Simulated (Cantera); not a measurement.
Input (Python, Cantera):

```python
import numpy as np
import cantera as ct

gas = ct.Solution("h2o2.yaml")
gas.TPX = 550, 13332, {'H2': 1, 'O2': 0.385, 'N2': 1.81}
flame = ct.FreeFlame(gas, width=0.16)
flame.set_refine_criteria(ratio=3, slope=0.08, curve=0.16)
flame.transport_model = "mixture-averaged"
flame.solve(loglevel=0, auto=True)
z, T = flame.grid, flame.T
thick = (T[-1] - T[0]) / np.gradient(T, z).max()
show = ['H2', 'O2', 'OH', 'H2O2', 'O', 'H']
print(f"laminar burning velocity  {flame.velocity[0] * 100:.3f} cm/s")
print(f"burnt temperature         {T[-1]:.1f} K")
print(f"thermal thickness         {thick * 1e3:.4f} mm")
print(f"grid points               {len(z)}")
z0 = z[flame.heat_release_rate.argmax()]
print(f"{'z/mm':>9s}{'T/K':>9s}{'u/(m/s)':>9s}" + "".join(f"{s:>11s}" for s in show))
rows = []
for k in (-3, -2, -1.5, -1, -0.5, -0.25, 0, 0.25, 0.5, 1, 2, 4, 8):
    zz = z0 + k * thick
    rows.append([k * thick, np.interp(zz, z, T), np.interp(zz, z, flame.velocity),
                 *(np.interp(zz, z, flame.X[gas.species_index(s)]) for s in show)])
    print(f"{rows[-1][0] * 1e3:9.3f}{rows[-1][1]:9.1f}{rows[-1][2]:9.3f}" + "".join(f"{x:11.3e}" for x in rows[-1][3:]))
```

It prints:

```
laminar burning velocity  480.985 cm/s
burnt temperature         2285.3 K
thermal thickness         6.6072 mm
grid points               141
     z/mm      T/K  u/(m/s)         H2         O2         OH       H2O2          O          H
  -19.822    550.0    4.810  3.130e-01  1.205e-01  2.222e-19  1.346e-14  6.037e-18  3.636e-16
  -13.214    550.0    4.810  3.130e-01  1.205e-01  3.268e-16  1.358e-14  7.772e-15  6.828e-13
   -9.911    550.0    4.810  3.130e-01  1.205e-01  3.460e-14  2.518e-14  6.840e-13  9.009e-11
   -6.607    550.0    4.810  3.130e-01  1.205e-01  7.335e-11  4.619e-11  4.474e-10  7.546e-08
   -3.304    557.9    4.873  3.115e-01  1.204e-01  2.638e-05  7.251e-07  6.604e-06  2.505e-04
   -1.652    689.8    5.959  2.894e-01  1.164e-01  2.900e-04  1.016e-06  1.795e-04  8.277e-03
    0.000   1078.3    9.056  1.606e-01  7.170e-02  2.259e-03  4.141e-07  5.484e-03  6.589e-02
    1.652   1335.9   11.087  7.052e-02  1.900e-02  5.405e-03  4.955e-07  8.683e-03  9.674e-02
    3.304   1439.1   11.866  6.626e-02  1.335e-02  6.825e-03  4.447e-07  8.418e-03  9.022e-02
    6.607   1559.5   12.752  7.003e-02  1.128e-02  8.371e-03  3.232e-07  7.807e-03  7.729e-02
   13.214   1694.5   13.719  7.382e-02  9.205e-03  9.766e-03  1.889e-07  6.673e-03  6.284e-02
   26.429   1833.9   14.689  7.643e-02  6.964e-03  1.057e-02  9.961e-08  5.153e-03  4.860e-02
   52.858   1970.1   15.611  7.782e-02  4.738e-03  1.042e-02  5.175e-08  3.497e-03  3.543e-02
```

Model: the H2/O2 subset of GRI-Mech 3.0, which has no nitrogen chemistry, integrated in Cantera. Burning velocities carry a grid error of a few per cent, more on coarse grids.
